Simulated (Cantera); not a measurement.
**Carbothermic reduction: Cu2O + CO + H2**

Charge: 1 mol Cu2O, 3.1 mol CO, a varied amount of H2, at 1498 K and 7.90 mbar.

These are equilibrium values from Cantera (NASA tables, ideal gas, pure condensed phases), not measurements of a reactor. Candidate condensed phases: C, C6H6, C7H8, C8H18, Cu, CuO, Cu(OH)2, Cu2O, H2O; 113 gas species. Rates play no part.

| n(H2) (mol) | x H2 | x CO | x CO2 | x H2O | x Cu | x H | x OH | n Cu(l) |
|---|---|---|---|---|---|---|---|---|
| 0.22 | 0.0325 | 0.666 | 0.267 | 0.0337 | 0.00101 | 3.49e-5 | 1.02e-6 | 2.00 |
| 0.35 | 0.0521 | 0.657 | 0.240 | 0.0492 | 0.00101 | 4.41e-5 | 1.18e-6 | 2.00 |
| 0.56 | 0.0840 | 0.642 | 0.204 | 0.0688 | 0.00101 | 5.60e-5 | 1.30e-6 | 2.00 |
| 0.9 | 0.135 | 0.615 | 0.160 | 0.0901 | 0.00101 | 7.09e-5 | 1.35e-6 | 2.00 |
| 1.4 | 0.204 | 0.573 | 0.116 | 0.106 | 0.00101 | 8.74e-5 | 1.29e-6 | 2.00 |
| 2.3 | 0.312 | 0.502 | 0.0712 | 0.114 | 0.00101 | 0.000108 | 1.12e-6 | 1.99 |
| 3.6 | 0.429 | 0.421 | 0.0411 | 0.108 | 0.00101 | 0.000127 | 9.04e-7 | 1.99 |
| 5.8 | 0.559 | 0.327 | 0.0207 | 0.0915 | 0.00101 | 0.000145 | 6.71e-7 | 1.99 |
| 9.3 | 0.678 | 0.240 | 0.00972 | 0.0708 | 0.00101 | 0.000159 | 4.72e-7 | 1.99 |
| 15 | 0.777 | 0.167 | 0.00424 | 0.0509 | 0.00101 | 0.000170 | 3.17e-7 | 1.98 |
x: gas mole fraction; n: condensed amount in mol.

From 0.22 mol H2 to 15 mol H2 the condensed part is Cu(l). The main Cu-bearing gas is Cu throughout.
